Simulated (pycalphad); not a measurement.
Computed with pycalphad from the COST 507 light-alloy database (1999), at 1 atm. The data set is of 1999 and partly superseded. Amounts are mole fractions of atoms.

**Question.** Give the equilibrium state of Al-4.98Fe-8.48Si (at.%) at 227 °C.

**Answer.** 
```
T = 500.00 K, P = 101325 Pa, N = 1 mol of atoms
G = -20949 J/mol, H = -903 J/mol, S = 40.09 J/(mol K)  (SER reference)
chemical potentials (J/mol): Al -15579, Fe -131852, Si -10615
phase             fraction      x(Al)      x(Fe)      x(Si)
FCC_A1              0.6331     0.9999    1.3e-08   0.000131
ALFESI_BETA         0.3320     0.7000     0.1500     0.1500
DIAMOND_A4          0.0349   1.22e-11       none     1.0000
```

**Question.** Give the equilibrium state of Al-4.98Fe-8.48Si (at.%) at 602 °C.

**Answer.** 
```
T = 875.00 K, P = 101325 Pa, N = 1 mol of atoms
G = -39395 J/mol, H = 15460 J/mol, S = 62.69 J/(mol K)  (SER reference)
chemical potentials (J/mol): Al -34475, Fe -142018, Si -29335
phase             fraction      x(Al)      x(Fe)      x(Si)
LIQUID              0.4033     0.9102     0.0048     0.0850
ALFESI_BETA         0.3190     0.7000     0.1500     0.1500
FCC_A1              0.2777     0.9904   6.13e-05     0.0096
```

Database names, with the compositions (at.%) that they take in these runs: ALFESI_BETA: Al 70 Fe 15 Si 15. FCC_A1 is fcc; DIAMOND_A4 is diamond (Si). An entry "none" or "no" means that the model of the phase leaves that element out.
